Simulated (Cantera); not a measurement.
## Equilibrium for calcination and drying: NaOH + H2O + CO2

Input: 1 mol NaOH, 0.044 mol H2O, 0.87 mol CO2, at 1248 K and 0.470 bar.

Method: chemical equilibrium by Gibbs-energy minimisation in Cantera with the NASA 1993 tables (ideal gas, pure condensed phases). Candidate condensed phases: C, C6H6, C7H8, C8H18, H2O, Na, NaOH, NaO2, Na2CO3, Na2O, Na2O2; 117 gas species. Rates play no part.

* **x(H2O)**: 0.595
* **x(CO2)**: 0.405
* **x(NaOH)**: 0.000354
* **x(CO)**: 9.89e-6
* **x(O2)**: 9.52e-6
* **x(H2)**: 9.34e-6
* **x(OH)**: 1.35e-6
* **n(Na2CO3(l))**: 0.500 mol
* **gas amount**: 0.9143 mol
* **log10 activity of NaOH(l) (absent)**: -1.38
* **log10 activity of Na(l) (absent)**: -6.62
* **log10 activity of C(graphite) (absent)**: -11.95
